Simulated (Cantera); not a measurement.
# Silicon nitride deposition: SiH₄ + N₂ + H₂

Feed: 1 mol SiH₄, 0.57 mol N₂, 0.32 mol H₂, equilibrated at 1848.15 K.

Cantera equilibrium calculation (NASA polynomials, part measured and part estimated; ideal gas, pure solids and liquids). Candidate condensed phases: Si, Si₃N₄; 18 gas species. Mutual solubility and eutectic melting of coexisting phases are not modelled. The tables' values for SiN are old estimates; treat these amounts as uncertain. Gases not in the tables: Si₂H₆ and higher silanes. The numbers say what is thermodynamically allowed, not how fast it happens.

From 5.00e-5 bar to 0.0190 bar the condensed part is Si(l). From 0.140 bar to 1.00 bar the condensed part is Si(l) + Si₃N₄(s). The main Si-bearing gas is Si at 5.00e-5 bar and SiH₂ at 1.00 bar.

| P (Pa) | x H₂ | x N₂ | x Si | x H | x Si₂ | n Si(l) | n Si₃N₄(s) |
|---|---|---|---|---|---|---|---|
| 5 | 0.646 | 0.166 | 0.126 | 0.0603 | 0.000875 | 0.556 | 0 |
| 36 | 0.766 | 0.191 | 0.0175 | 0.0245 | 0.000122 | 0.945 | 0 |
| 260 | 0.792 | 0.196 | 0.00242 | 0.00927 | 1.68e-5 | 0.992 | 0 |
| 1900 | 0.799 | 0.197 | 0.000331 | 0.00344 | 2.30e-6 | 0.999 | 0 |
| 14000 | 0.863 | 0.135 | 4.49e-5 | 0.00132 | 3.13e-7 | 0.689 | 0.104 |
| 100000 | 0.981 | 0.0189 | 6.29e-6 | 0.000526 | 4.38e-8 | 0.212 | 0.263 |
x: gas mole fraction; n: condensed amount in mol.
